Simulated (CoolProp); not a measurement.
Vapour-liquid equilibrium of R143a (1) + R152A (2) at 1.15 °C; x and y are mole fractions of (1).

The numbers come from the multi-fluid Helmholtz-energy mixture model, Lemmon and Jacobsen 2000 and Outcalt 1996; pair parameters Bell 2016 in CoolProp.

```csv
x,"bubble pressure, mixture model (MPa)","bubble pressure, Raoult's law (MPa)","y, mixture model","y, Raoult's law"
0.05,0.2992,0.2934,___,0.109
0.2,0.3650,0.3485,0.373,0.369
0.35,0.4234,0.4035,0.544,0.557
0.5,___,0.4586,___,0.700
0.65,0.5279,0.5137,___,0.813
0.8,___,0.5687,___,0.903
0.95,___,0.6238,0.971,0.978
```

### Question
Complete the blanks.

### Answer

- 0.05, y, mixture model: 0.119
- 0.5, bubble pressure, mixture model (MPa): 0.4771
- 0.5, y, mixture model: 0.674
- 0.65, y, mixture model: 0.783
- 0.8, bubble pressure, mixture model (MPa): 0.5771
- 0.8, y, mixture model: 0.880
- 0.95, bubble pressure, mixture model (MPa): 0.6259

The largest gap from Raoult's law is +4.9 % in bubble pressure, at x = 0.35. No azeotrope shows between x = 0.05 and 0.95.

Pair parameters are fitted to limited data, so mixtures are less certain than the pure fluids.
